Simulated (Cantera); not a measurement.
# Pyrogenic steam for wet oxidation

An isothermal, constant-pressure homogeneous reactor starts with H₂ : O₂ : N₂ = 0.69 : 1 : 4.6 (molar parts), equivalence ratio 0.34, at 1025 K and 0.250 bar.

Detailed kinetics in Cantera: the H2/O2 subset of GRI-Mech 3.0, which has no nitrogen chemistry. The temperature is held fixed by assumption; the heat of reaction is taken as removed at once.

```csv
t (s),x H₂,x O₂,x H₂O₂,x O,x H₂O,x HO₂
1.00e-5,0.110,0.159,<1e-12,6.43e-12,6.40e-12,6.38e-11
2.98e-5,0.110,0.159,<1e-12,4.39e-11,9.89e-11,2.04e-10
8.91e-5,0.110,0.159,<1e-12,4.81e-10,2.21e-9,9.02e-10
0.000266,0.110,0.159,9.34e-11,1.06e-7,6.12e-7,9.41e-8
0.000794,0.0184,0.118,3.09e-6,0.00393,0.0867,3.28e-5
0.00237,0.000987,0.111,1.99e-6,0.000119,0.115,1.58e-5
0.00707,0.000230,0.110,9.48e-7,1.81e-5,0.116,5.95e-6
0.0211,4.11e-5,0.110,3.00e-7,2.91e-6,0.116,1.46e-6
0.0630,4.06e-6,0.110,7.71e-8,4.21e-7,0.116,1.97e-7
0.188,2.14e-7,0.110,1.96e-8,7.62e-8,0.116,2.40e-8
0.561,1.17e-8,0.110,5.50e-9,1.90e-8,0.116,5.01e-9
1.68,2.49e-9,0.110,1.74e-9,5.64e-9,0.116,1.57e-9
5.00,7.53e-10,0.110,5.80e-10,1.81e-9,0.116,6.76e-10
```
x: mole fraction; the columns are a selection and need not sum to one.

Equilibrium at this temperature and pressure: H₂ 1.27e-10, O₂ 0.110, H₂O₂ 7.41e-11, O 2.21e-10, H₂O 0.116, HO₂ 6.46e-10 (gas phase only).
